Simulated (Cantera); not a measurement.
A closed system holds: 1 mol SiCl₄, 1.9 mol HCl, 12 mol H₂, held at 500 K and 1.00 bar.

Equilibrium computed with Cantera from the NASA thermochemical tables; the gas is ideal and each condensed phase is pure. Candidate condensed phases: Si; 19 gas species. Equilibrium is a limit: real reactors are often held back by kinetics, nucleation or transport.

Question: What is the equilibrium state?

Answer: 
```json
{
  "x(H₂)": "0.805",
  "x(HCl)": "0.128",
  "x(SiCl₄)": "0.0671",
  "gas_amount": "14.90 mol",
  "log10 activity of Si(s) (absent)": "-19.44"
}
```
